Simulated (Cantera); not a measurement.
Charge: 1 mol CuO, 0.58 mol CH₄, 7.6 mol N₂, equilibrated at 1.33 mbar.

Cantera equilibrium calculation (NASA polynomials, part measured and part estimated; ideal gas, pure solids and liquids). Candidate condensed phases: C, C₆H₆, C₇H₈, C₈H₁₈, Cu, CuO, Cu(OH)₂, Cu₂O, H₂O; 139 gas species. Equilibrium is a limit: real reactors are often held back by kinetics, nucleation or transport.

Task: At 2150 K, list the 4 most abundant gas species with their mole fractions, and the condensed phases.

Result: N₂ 0.723, Cu 0.0951, H₂ 0.0630, CO 0.0502. Condensed: gas only.
